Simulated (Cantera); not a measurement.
A closed system holds: 1 mol CH3SiCl3, 0.016 mol C2H2, 460 mol H2, at 1475 °C and 0.00230 bar.

These are equilibrium values from Cantera (NASA tables, ideal gas, pure condensed phases), not measurements of a reactor. Candidate condensed phases: C, C6H6, C7H8, C8H18, Si, SiC; 109 gas species. The feed counts by its element totals alone. Kinetics and transport are ignored.

Base state: H2 0.989, HCl 0.00643, H 0.00474, C2H2 (acetylene) 4.63e-5, Cl 2.38e-5, Si 1.86e-5 (mole fractions); condensed: SiC(s).

Task: What changes in the equilibrium state with this change: temperature from 1475 °C to 1727 °C?

Result: 
```
species       before    after
-----------  -------  -------
H2             0.989    0.959
H            0.00474   0.0332
HCl          0.00643  0.00618
Si           1.86e-5  0.00113
SiC2         8.22e-8  3.95e-5
Si2C         1.49e-7  3.10e-5
SiC(s), mol    0.988    0.392
```
The tables' values for SiCl are old estimates; treat these amounts as uncertain.
